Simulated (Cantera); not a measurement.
A freely propagating, adiabatic, planar premixed flame of 13.9 % CO, 5.58 % H2, 2.37 % CH4, 16.5 % O2, 61.6 % N2, equivalence ratio 0.88, unburnt at 325 K and 0.128 atm; mixture-averaged transport, grid criteria slope 0.08 and curve 0.16, no radiation.

Cantera simulation using GRI-Mech 3.0 (53 species, 325 reactions); the numbers are that mechanism's predictions, not measurements. Burning velocities carry a grid error of a few per cent, more on coarse grids.

x: mole fraction of selected species; z is measured from the peak of heat release.

```json
[
 {"z (mm)": "-11.6", "T (K)": "325", "u (m/s)": "0.994", "x CO": "0.139", "x H2": "0.0558", "x CH4": "0.0237", "x CO2": "<1e-8", "x CH2CO": "<1e-8", "x NO": "<1e-8"},
 {"z (mm)": "-7.76", "T (K)": "325", "u (m/s)": "0.994", "x CO": "0.139", "x H2": "0.0558", "x CH4": "0.0237", "x CO2": "<1e-8", "x CH2CO": "<1e-8", "x NO": "<1e-8"},
 {"z (mm)": "-5.82", "T (K)": "325", "u (m/s)": "0.994", "x CO": "0.139", "x H2": "0.0557", "x CH4": "0.0237", "x CO2": "<1e-8", "x CH2CO": "<1e-8", "x NO": "<1e-8"},
 {"z (mm)": "-3.88", "T (K)": "325", "u (m/s)": "0.994", "x CO": "0.140", "x H2": "0.0551", "x CH4": "0.0237", "x CO2": "[?]", "x CH2CO": "<1e-8", "x NO": "<1e-8"},
 {"z (mm)": "-1.94", "T (K)": "388", "u (m/s)": "1.18", "x CO": "0.139", "x H2": "0.0500", "x CH4": "0.0236", "x CO2": "0.00136", "x CH2CO": "<1e-8", "x NO": "<1e-8"},
 {"z (mm)": "-0.970", "T (K)": "691", "u (m/s)": "2.09", "x CO": "0.132", "x H2": "0.0407", "x CH4": "0.0201", "x CO2": "0.0101", "x CH2CO": "6.32e-8", "x NO": "4.19e-8"},
 {"z (mm)": "0", "T (K)": "1132", "u (m/s)": "3.42", "x CO": "0.124", "x H2": "0.0265", "x CH4": "0.00533", "x CO2": "0.0315", "x CH2CO": "3.48e-7", "x NO": "3.78e-7"},
 {"z (mm)": "0.970", "T (K)": "1335", "u (m/s)": "4.01", "x CO": "0.100", "x H2": "0.0129", "x CH4": "0.000129", "x CO2": "0.0632", "x CH2CO": "<1e-8", "x NO": "1.44e-6"},
 {"z (mm)": "1.94", "T (K)": "1421", "u (m/s)": "4.23", "x CO": "0.0783", "x H2": "0.00971", "x CH4": "1.15e-6", "x CO2": "0.0877", "x CH2CO": "<1e-8", "x NO": "3.01e-6"},
 {"z (mm)": "3.88", "T (K)": "1524", "u (m/s)": "4.49", "x CO": "0.0570", "x H2": "0.0102", "x CH4": "<1e-8", "x CO2": "0.112", "x CH2CO": "<1e-8", "x NO": "6.35e-6"},
 {"z (mm)": "7.76", "T (K)": "1634", "u (m/s)": "4.77", "x CO": "0.0493", "x H2": "0.0103", "x CH4": "<1e-8", "x CO2": "0.121", "x CH2CO": "<1e-8", "x NO": "1.18e-5"},
 {"z (mm)": "15.5", "T (K)": "1751", "u (m/s)": "5.07", "x CO": "0.0476", "x H2": "[?]", "x CH4": "<1e-8", "x CO2": "0.124", "x CH2CO": "<1e-8", "x NO": "[?]"},
 {"z (mm)": "31.1", "T (K)": "1870", "u (m/s)": "5.37", "x CO": "0.0438", "x H2": "0.00758", "x CH4": "<1e-8", "x CO2": "0.130", "x CH2CO": "<1e-8", "x NO": "2.92e-5"}
]
```

Q: Complete the blanks.

A: 
- -3.88, x CO2: 4.15e-7
- 15.5, x H2: 0.00915
- 15.5, x NO: 1.91e-5
